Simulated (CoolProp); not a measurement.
Computed with CoolProp (reference Helmholtz-energy equation of state, Platzer 1990). This equation is an older, rougher fit.

Problem. For c-C4F8 (RC318), give the phase and the viscosity (µPa s) at 393.2 K and 0.101 MPa; 411.3 K and 0.101 MPa.

Solution. 
- 393.2 K and 0.101 MPa: gas; viscosity 15.2
- 411.3 K and 0.101 MPa: gas; viscosity 15.9

Viscosity comes from a separate model (Huber 2003), an estimate that may be off by 10 % or more.
